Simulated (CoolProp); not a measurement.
Vapour pressure (MPa) of cyclopentane: the reference equation beside estimates from Tc = 238.6 °C, pc = 4.583 MPa, ω = 0.202. Clausius-Clapeyron is anchored at 125.75 °C with a constant enthalpy of vaporisation of 22.56 kJ/mol.

The numbers come from the reference Helmholtz-energy equation of state, Gedanitz 2015 in CoolProp.

```
T (°C)  reference  Lee-Kesler  Clausius-Clapeyron  van der Waals  Redlich-Kwong  Soave-Redlich-Kwong  Peng-Robinson
------  ---------  ----------  ------------------  -------------  -------------  -------------------  -------------
111.75     0.5451      0.5493              0.5734          1.313         0.7147               0.5500         0.5450
118.75     0.6345      0.6401              0.6503          1.431         0.8195               0.6416         0.6351
125.75     0.7343      0.7416              0.7343          1.557         0.9346               0.7441         0.7359
132.75     0.8454      0.8544              0.8257          1.689          1.060               0.8584         0.8483
139.75     0.9684      0.9792              0.9248          1.828          1.198               0.9851         0.9732
146.75      1.104       1.117               1.032          1.974          1.346                1.125          1.111
153.75      1.254       1.268               1.147          2.127          1.507                1.279          1.263
160.85      1.420       1.436               1.273          2.289          1.684                1.451          1.433
167.85      1.599       1.618               1.406          2.457          1.870                1.636          1.616
174.85      1.795       1.815               1.548          2.632          2.071                1.837          1.816
181.85      2.008       2.030               1.699          2.815          2.285                2.056          2.034
188.85      2.240       2.264               1.859          3.005          2.514                2.294          2.270
195.85      2.491       2.517               2.030          3.203          2.757                2.550          2.526
```

Absolute difference from the reference over all 13 rows, mean and median: Lee-Kesler 1.1 and 1.1 %, Clausius-Clapeyron 9.0 and 8.5 %, van der Waals 75.4 and 69.6 %, Redlich-Kwong 20.5 and 20.2 %, Soave-Redlich-Kwong 1.9 and 2.0 %, Peng-Robinson 0.7 and 0.7 %.
